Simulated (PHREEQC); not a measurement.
0.045 g of hydrous ferric oxide (600 m²/g; 0.2 weak and 0.005 strong sites per Fe, Dzombak-Morel constants, diffuse double layer) in 1 kg of water with 0.01 mol/kgw of an inert sodium salt and 0.0019 mmol/kgw Ag2SO4, at 25 °C; the pH is set by adding NaOH or the inert anion's acid. Oxygen alone is held at its pressure in air (log pO2 = -0.68). The system is closed to CO2. Nothing may precipitate in this run.

Equilibrium calculation in PHREEQC: ion-association model, wateq4f.dat.

```csv
pH,S sorbed (%),Ag sorbed (%),surface charge σ (C/m²),surface potential ψ (mV)
3,99.9,0.0,0.313,202
3.5,99.9,0.0,0.265,195
4,99.8,0.0,0.208,183
5,97.3,0.3,0.108,150
5.5,88.9,0.9,0.073,130
6,60.6,3.0,0.048,108
6.5,20.8,8.4,0.030,86
7.5,0.5,34.6,0.008,34
8,0.1,49.5,0.001,6
8.5,0.0,61.4,-0.005,-22
9,0.0,71.9,-0.013,-49
10,0.0,91.9,-0.040,-100
10.5,0.0,96.8,-0.064,-122
11,0.0,98.8,-0.098,-142
```

Complexes and solids missing from the database can't appear. The oxide is taken as insoluble; below pH 4 it would dissolve.
